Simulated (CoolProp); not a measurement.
Vapour-liquid equilibrium of R1234yf (1) + R134a (2) at 0.335 MPa; x and y are mole fractions of (1).

Model: multi-fluid Helmholtz-energy mixture model, Lemmon 2022 and Tillner-Roth 1994; pair parameters Bell 2022, in CoolProp.

```csv
x,"bubble temperature, mixture model (K)","bubble temperature, Raoult's law (K)","y, mixture model","y, Raoult's law"
0.05,276.5,276.8,0.063,0.053
0.15,275.7,276.6,0.179,0.159
0.25,275.1,276.4,0.283,0.263
0.35,274.6,276.2,0.379,0.366
0.45,274.3,276.0,0.471,0.467
0.55,274.1,275.8,0.561,0.567
0.65,274.1,275.6,0.650,0.666
0.75,274.1,275.4,0.743,0.763
0.85,274.3,275.2,0.840,0.859
0.95,274.7,275.0,0.944,0.953
```

The largest gap from Raoult's law is -1.7 K in bubble temperature, at x = 0.45. y crosses x between x = 0.65 and 0.75: the model has an azeotrope there.

The pair parameters rest on a limited set of measurements; away from them the model extrapolates.
